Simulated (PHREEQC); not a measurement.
A solution holds 2.4 mol NaCl, 4.3 mol CaCl2 and 5e-05 mol H4SiO4 per kg of water, at 16 °C. Closed to the air; pH follows from the charge balance.

The numbers come from PHREEQC with the Pitzer model, pitzer.dat.

Question: The ionic strength comes out as 15.3 mol/kgw. What activity coefficients do Na+, Cl-, Ca+2 get?

Answer: Na+ 9.6, Cl- 0.96, Ca+2 380. Single-ion values are on the MacInnes scale.

No solid was allowed to form. Saturation is exceeded, for instance for Halite, SiO2(a); the values hold only as long as no solid forms. In brines, pH and single-ion activities rest on the MacInnes convention.
